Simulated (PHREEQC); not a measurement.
NaOH is added in steps, without added water, to 1 kg of water holding 0.026 mol/kgw NaH2PO4 and 0.00055 mol/kgw HCl, at 25 °C. Oxygen is held at 0.21 atm. CO2 from the air is kept out. The run lets Halite precipitate or redissolve, and no other solid.

Base run: PHREEQC, ion-association model, wateq4f.dat. Each further column changes one thing. The table gives pH.

```tsv
NaOH added (mol)	base	Debye-Hückel limiting law	all activity coefficients set to 1	Davies equation for every ion	database phreeqc.dat
0	3.88	3.88	3.92	3.88	3.88
0.001813	5.70	5.65	5.89	5.70	5.70
0.004531	6.23	6.17	6.44	6.23	6.23
0.006344	6.42	6.36	6.64	6.42	6.42
0.009062	6.64	6.57	6.87	6.64	6.64
0.01087	6.77	6.68	7.00	6.76	6.77
0.01359	6.94	6.85	7.18	6.94	6.94
0.01541	7.06	6.96	7.30	7.05	7.06
0.01812	7.24	7.14	7.49	7.24	7.24
0.01994	7.38	7.27	7.64	7.38	7.38
0.02266	7.66	7.55	7.92	7.66	7.66
0.02447	7.96	7.84	8.23	7.96	7.96
0.02719	10.14	9.96	10.50	10.14	10.10
0.029	10.73	10.53	11.09	10.72	10.68
```

H3PO4, which wateq4f.dat lacks, is added to it with the constant of phreeqc.dat.  phreeqc.dat and wateq4f.dat share most of their constants, so their agreement is no independent check.
